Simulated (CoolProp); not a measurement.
Vapour-liquid equilibrium of propylene (1) + R142b (2) at 335 kPa; x and y are mole fractions of (1).

Values from CoolProp's multi-fluid Helmholtz-energy mixture model, Lemmon 2013 and Lemmon 2006; pair parameters Bell 2016.

```tsv
x	bubble temperature, mixture model (K)	bubble temperature, Raoult's law (K)	y, mixture model	y, Raoult's law
0.05	293.7	294.1	0.155	0.156
0.15	286.2	287.4	0.396	0.392
0.25	279.9	281.7	0.563	0.558
0.35	274.7	276.8	0.679	0.679
0.45	270.4	272.5	0.762	0.769
0.55	266.9	268.7	0.823	0.836
0.65	263.9	265.3	0.872	0.889
0.75	261.3	262.2	0.912	0.930
0.85	259.0	259.5	0.948	0.962
0.95	256.8	257.0	0.983	0.989
```

The largest gap from Raoult's law is -2.1 K in bubble temperature, at x = 0.35. No azeotrope shows between x = 0.05 and 0.95.

The pair parameters rest on a limited set of measurements; away from them the model extrapolates.
